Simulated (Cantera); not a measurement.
Cantera run:

```python
import numpy as np
import cantera as ct

gas_names = """
    CL CLO CL2 H HCL HOCL HO2 H2 H2O H2O2 O OH O2 O3 Si SiCL SiCL2 SiCL3 SiCL4 SiH SiHCL3 SiH2 SiH2CL2
    SiH3 SiH3CL SiH4 SiO SiO2 Si2 Si3
""".split()
cond_names = """
    H2O(s) H2O(L) Si(cr) Si(L) SiO2(Lqz) SiO2(hqz) SiO2(L)
""".split()


# ... load() reads the species with a 1 bar reference pressure and builds the phases ...
atoms = {
    'SiH2Cl2': {'Si': 1, 'H': 2, 'CL': 2},
    'H2O': {'H': 2, 'O': 1},
    'H2': {'H': 2},
}
top_T = {}  # K; cautious upper limits of use, not melting points


# ... equilibrate(T, P, feed) seeds the gas with the atoms and calls Mixture.equilibrate('TP', solver="vcs", rtol=1e-11, max_steps=5000) ...
results = []
feed = {'SiH2Cl2': 1, 'H2O': 0.11, 'H2': 0.54}  # mol
T = 1973  # K
P = 73  # Pa
mix = equilibrate(T, P, feed)
results.append((T, P, feed, dict(zip(mix.species_names, mix.species_moles))))
print(gas.report(threshold=1e-06))
for i in range(1, mix.n_phases):
    print(f"{mix.phase(i).name:16s} {mix.phase_moles(i):12.5e} mol")
```

It prints:

```
       temperature   1973 K
          pressure   73 Pa
           density   0.00015353 kg/m^3
  mean mol. weight   34.5 kg/kmol
   phase of matter   gas

                          1 kg             1 kmol
                     ---------------   ---------------
          enthalpy        9.2633e+05        3.1958e+07  J
   internal energy        4.5084e+05        1.5554e+07  J
           entropy            9325.2        3.2172e+05  J/K
    Gibbs function       -1.7472e+07       -6.0279e+08  J
 heat capacity c_p            1125.7             38835  J/K
 heat capacity c_v            884.66             30521  J/K

                      mass frac. Y      mole frac. X     chem. pot. / RT
                     ---------------   ---------------   ---------------
                CL          0.011551          0.011241           -26.986
                 H        0.00096599          0.033062           -13.742
               HCL           0.21072            0.1994           -40.729
                H2          0.025612           0.43829           -27.485
                Si          0.035186          0.043223           -5.8083
              SiCL          0.021968          0.011929           -32.795
             SiCL2           0.64351           0.22429           -59.781
             SiCL3         0.0017997        0.00046186           -86.767
             SiCL4        5.6131e-06        1.1399e-06           -113.75
               SiH        0.00047159        0.00055923           -19.551
              SiH2        3.4748e-05        3.9826e-05           -33.293
               SiO          0.047265           0.03699           -46.251
               Si2        0.00068289        0.00041944           -11.617
               Si3        0.00022259        9.1144e-05           -17.425
     [  +16 minor]        4.5053e-06        1.2974e-06

Si(L)             5.25308e-02 mol
SiO2(L)           0.00000e+00 mol
```

Equilibrium computed with Cantera from the NASA thermochemical tables; the gas is ideal and each condensed phase is pure. The tables' values for SiCl, SiCl3 are old estimates; treat these amounts as uncertain. Gases not in the tables: Si2H6 and higher silanes.
